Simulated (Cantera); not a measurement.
Source: NASA polynomial tables (part measured, part estimated), evaluated in Cantera. Values are per mole of reaction as written; species without (g) are pure solids or liquids, kept so even where they would boil at 1 bar.

Problem. Between 448 and 598 K, where is each reaction favourable under standard conditions?
- 1.5 Ni + S2(g) → 0.5 Ni3S4
- Ni + S2(g) → NiS2
- 2 Pb + S2(g) → 2 PbS(g)

Solution. 
- 1.5 Ni + S2(g) → 0.5 Ni3S4: ΔG° is -199 kJ at 448 K and -173 kJ at 598 K; it stays negative (K > 1). ΔH° is -275 kJ and ΔS° -170 J/K at 598 K.
- Ni + S2(g) → NiS2: ΔG° is -177 kJ at 448 K and -150 kJ at 598 K; it stays negative (K > 1). ΔH° is -257 kJ and ΔS° -179 J/K at 598 K.
- 2 Pb + S2(g) → 2 PbS(g): ΔG° is 71 kJ at 448 K and 51 kJ at 598 K; it stays positive (K < 1). ΔH° is 130 kJ and ΔS° 132 J/K at 598 K.
